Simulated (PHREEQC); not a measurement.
Dissolve 0.21 mol NaOH, 0.17 mol SrCl2 and 0.97 mol KBr per kg of water at 40 °C. Closed to the air; pH follows from the charge balance.

Model: ion-association model, phreeqc.dat, run in PHREEQC.

Precipitation was switched off in this run.

Question: Predict the pH, activity of water, density.

Answer: pH 12.58; activity of water 0.951; density 1.099 g/cm³.

Question: In which forms is Sr present?

Answer: Sr+2 93 %, SrOH+ 6.7 % of the Sr.

The ionic strength is past about 0.7 mol/kgw, beyond the range of this activity model, so the values are rough. At this temperature some constants are extrapolated from 25 °C, and those without enthalpy data are left unchanged.
